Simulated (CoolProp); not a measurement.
Vapour-liquid equilibrium of n-hexane (1) + ethylbenzene (2) at 0.0161 MPa; x and y are mole fractions of (1).

Values from CoolProp's multi-fluid Helmholtz-energy mixture model, Thol 2019 and Zhou 2012; pair parameters Bell 2016.

```
x     bubble temperature (K)  y at the bubble point  dew temperature at overall composition x (K)  liquid density (mol/L)
----  ----------------------  ---------------------  --------------------------------------------  ----------------------
0.05                   340.1                  0.409                                         350.8                   7.746
0.2                    320.6                  0.788                                         346.8                   7.832
0.35                   311.1                  0.888                                         342.1                   7.836
0.5                    305.1                  0.933                                         336.5                   7.809
0.65                   300.8                  0.960                                         329.5                   7.768
0.8                    297.3                  0.979                                         319.6                   7.720
0.95                   294.1                  0.995                                         302.5                   7.669
```

No azeotrope shows between x = 0.05 and 0.95.

Pair parameters are fitted to limited data, so mixtures are less certain than the pure fluids.
